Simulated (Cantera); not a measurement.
What does this Cantera script print?

```python
import numpy as np
import cantera as ct

gas_names = """
    N NO NO2 NO3 N2 N2O O O2 O3 Pb PbO Pb2
""".split()
cond_names = """
    Pb(cr) Pb(L) PbO(rd) PbO(yw) PbO(L) PbO2(s) Pb3O4(s)
""".split()


# ... load() reads the species with a 1 bar reference pressure and builds the phases ...
atoms = {
    'PbO': {'Pb': 1, 'O': 1},
    'N2': {'N': 2},
}
top_T = {'Pb3O4(s)': 820}  # K; cautious upper limits of use, not melting points


# ... equilibrate(T, P, feed) seeds the gas with the atoms and calls Mixture.equilibrate('TP', solver="vcs", rtol=1e-11, max_steps=5000) ...
results = []
feed = {'PbO': 1, 'N2': 0.34}  # mol
P = 10000  # Pa
for T in [475, 575, 675, 775, 875, 975, 1075, 1175, 1275]:
    mix = equilibrate(T, P, feed)
    results.append((T, P, feed, dict(zip(mix.species_names, mix.species_moles))))

top = {s: max(r[3][s] / sum(r[3][g] for g in gas_names) for r in results) for s in gas_names}
cols = sorted((s for s in top if top[s] > 0.0001), key=lambda s: -top[s])[:9]
seen = [c for c in cond_names if any(r[3].get(c, 0) > 1e-12 for r in results)]
print("log10 of partial pressures in bar; condensed amounts in mol")
print(f"{'T/K':>10s}" + "".join(f"{s[:9]:>10s}" for s in cols + seen))
for T, P, feed, n in results:
    ng = sum(n[g] for g in gas_names)
    print(f"{T:10.4g}" + "".join(f"{np.log10(max(n[s] / ng * P / 1e5, 1e-99)):10.3f}" for s in cols)
          + "".join(f"{n.get(c, 0):10.4g}" for c in seen))
```

It prints:

```
log10 of partial pressures in bar; condensed amounts in mol
       T/K        N2       PbO        Pb        O2    Pb(cr)   PbO(rd)   PbO(yw)    PbO(L)
       475    -1.000   -22.857   -15.721   -37.760  2.65e-11         1         0         0
       575    -1.000   -17.386   -21.083   -11.302         0         1         0         0
       675    -1.000   -13.562   -14.001   -14.443         0         1         0         0
       775    -1.000   -10.746   -11.290   -11.726         0         0         1         0
       875    -1.000    -8.589    -9.231    -9.596         0         0         1         0
       975    -1.000    -6.887    -7.592    -7.928         0         0         1         0
      1075    -1.000    -5.511    -6.262    -6.584         0         0         1         0
      1175    -1.000    -4.395    -5.172    -5.488         0         0         0    0.9998
      1275    -1.002    -3.538    -4.309    -4.621         0         0         0    0.9988
```

Cantera equilibrium calculation (NASA polynomials, part measured and part estimated; ideal gas, pure solids and liquids). Gases not in the tables: (PbO)n polymers.
